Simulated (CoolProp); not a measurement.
Vapour pressure (MPa) of ethanol: the reference equation beside estimates from Tc = 514.7 K, pc = 6.268 MPa, ω = 0.644.

The numbers come from the reference Helmholtz-energy equation of state, Schroeder 2014 in CoolProp.

```tsv
T (K)	reference	van der Waals	Soave-Redlich-Kwong
341.9	0.06832	0.9564	0.06800
348.9	0.09111	1.064	0.09117
355.8	0.1194	1.178	0.1200
362.7	0.1547	1.300	0.1559
369.6	0.1982	1.429	0.2000
376.5	0.2512	1.567	0.2536
383.5	0.3161	1.715	0.3193
390.4	0.3929	1.869	0.3966
397.3	0.4838	2.032	0.4880
```

Absolute difference from the reference over all 9 rows, mean and median: van der Waals 697.5 and 621.0 %, Soave-Redlich-Kwong 0.7 and 0.9 %.
